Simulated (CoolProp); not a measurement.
R245fa at 293.15 K and 0.0901 MPa is throttled through a valve to 0.0609 MPa with no heat exchange. Each further row changes one setting.

The numbers come from the reference Helmholtz-energy equation of state, Akasaka 2015 in CoolProp.

```json
[
 {"case": "as stated", "temperature change (K)": "…", "final density (kg/m³)": "…"},
 {"case": "outlet pressure 0.0183 MPa", "temperature change (K)": "…", "final density (kg/m³)": "…"},
 {"case": "outlet pressure 0.0792 MPa", "temperature change (K)": "…", "final density (kg/m³)": "…"}
]
```

Complete the blanks.


- as stated, temperature change (K): -0.9
- as stated, final density (kg/m³): 3.44
- outlet pressure 0.0183 MPa, temperature change (K): -2.3
- outlet pressure 0.0183 MPa, final density (kg/m³): 1.02
- outlet pressure 0.0792 MPa, temperature change (K): -0.4
- outlet pressure 0.0792 MPa, final density (kg/m³): 4.50
